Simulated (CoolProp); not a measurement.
Vapour-liquid equilibrium of carbon dioxide (1) + isobutane (2) at -35.85 °C; x and y are mole fractions of (1).

The numbers come from the multi-fluid Helmholtz-energy mixture model, Span 1996 and Bücker 2006; pair parameters Kunz 2012 in CoolProp.

Q: Give the bubble pressure and the first vapour's composition at x = 0.125, 0.275, 0.575. Is there an azeotrope?

A: x = 0.125: 0.2841 MPa, y = 0.881; x = 0.275: 0.5450 MPa, y = 0.942; x = 0.575: 0.8464 MPa, y = 0.969. No azeotrope shows between x = 0.05 and 0.95.

The pair parameters rest on a limited set of measurements; away from them the model extrapolates. With so large a gap from Raoult's law the liquid may split in two, which this calculation doesn't test in full.
